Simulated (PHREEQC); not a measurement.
A solution holds 24 mmol/kgw HF, 26 mmol/kgw NH4F and 16 mmol/kgw H2SiF6, at 20 °C. Closed to the air; pH follows from the charge balance.

Equilibrium calculation in PHREEQC: ion-association model, phreeqc.dat.

```tsv
quantity	before	after
pH	2.03	1.96
ionic strength (mol/kgw)	0.0530	0.0548
HF (mol/kgw)	0.0443	0.0658
F- (mol/kgw)	0.00431	0.00551
HF2- (mol/kgw)	0.000701	0.00133
NH3 (mol/kgw)	8.69e-10	7.43e-10
```

Problem. Name the change that produced these shifts.
(A) NH4F from 0.026 to 0.0286 mol/kgw
(B) HF from 0.024 to 0.048 mol/kgw
(C) 0.0014 mol/kgw Na2SiF6 added
(D) H2SiF6 left out
(E) temperature from 20 to 50 °C

Solution. B, HF from 0.024 to 0.048 mol/kgw

This is a speciation only: nothing precipitates in the calculation. SiF6-2 is the database's only silicon fluoride.
